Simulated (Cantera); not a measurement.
Feed: 1 mol SiCl4, 1.5 mol Cl2, 0.42 mol H2, equilibrated at 877 °C and 150000 Pa.

Equilibrium computed with Cantera from the NASA thermochemical tables; the gas is ideal and each condensed phase is pure. Candidate condensed phases: Si; 19 gas species. Equilibrium is a limit: real reactors are often held back by kinetics, nucleation or transport.

Base state: Cl2 0.369, SiCl4 0.342, HCl 0.287, Cl 0.00136 (mole fractions); condensed: gas only.

**Question.** What changes in the equilibrium state with this change: H2 from 0.42 to 13 mol?

**Answer.** 
```
species   before    after
-------  -------  -------
H2         <1e-9    0.737
HCl        0.287    0.199
SiCl4      0.342   0.0595
Cl2        0.369    <1e-9
SiHCl3     <1e-9  0.00449
Cl       0.00136  1.24e-8
```
The tables' values for SiCl3 are old estimates; treat these amounts as uncertain.

**Question.** What changes in the equilibrium state with this change: temperature from 877 °C to 525 °C?

**Answer.** 
| species | before | after |
|---|---|---|
| Cl2 | 0.369 | 0.370 |
| SiCl4 | 0.342 | 0.342 |
| HCl | 0.287 | 0.288 |
| Cl | 0.00136 | 4.45e-6 |
